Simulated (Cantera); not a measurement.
A freely propagating, adiabatic, planar premixed flame of H₂ : O₂ : N₂ = 1 : 0.758 : 2.85 (molar parts), unburnt at 450 K and 1350 Torr; multicomponent transport, grid criteria slope 0.08 and curve 0.16, no radiation.

Computed with Cantera and the H2/O2 subset of GRI-Mech 3.0, which has no nitrogen chemistry. Burning velocities carry a grid error of a few per cent, more on coarse grids. Lean hydrogen flames are cellular in practice and burn faster than this planar one.

x: mole fraction of selected species; z is measured from the peak of heat release.

```
z (mm)        T (K)  u (m/s)     x H₂    x O₂     x H₂O      x OH       x H     x HO₂
-------  ----------  -------  -------  ------  --------  --------  --------  --------
-0.554          450     2.20    0.217   0.165   1.64e-8     <1e-8     <1e-8     <1e-8
-0.369          450     2.19    0.217   0.165   9.41e-7     <1e-8     <1e-8   2.70e-8
-0.277          450     2.19    0.216   0.165   7.14e-6     <1e-8     <1e-8   2.35e-7
-0.185          453     2.19    0.211   0.166  0.000117     <1e-8     <1e-8   5.06e-6
-0.0923  (withheld)     2.48    0.180   0.169   0.00648   4.18e-5   2.35e-5  0.000357
-0.0461  (withheld)     3.74    0.134   0.159    0.0412  0.000733   0.00158  0.000403
0        (withheld)     5.37   0.0768   0.129     0.108   0.00237   0.00797  0.000196
0.0461   (withheld)     6.55   0.0347  0.0936     0.168   0.00608    0.0127  0.000111
0.0923   (withheld)     7.22   0.0177  0.0763     0.196   0.00896    0.0119   7.31e-5
0.185          1785     7.86  0.00993  0.0680     0.212    0.0105   0.00724   4.45e-5
0.369          1907     8.35  0.00594  0.0655     0.223   0.00963   0.00301   2.44e-5
0.738          1984     8.65  0.00281  0.0648     0.230   0.00724  0.000891   1.14e-5
1.48           2022     8.80  0.00109  0.0649     0.234   0.00473  0.000206   5.05e-6
```

Some entries are withheld; supply them.


- -0.0923, T (K): 528
- -0.0461, T (K): 821
- 0, T (K): 1204
- 0.0461, T (K): 1476
- 0.0923, T (K): 1631
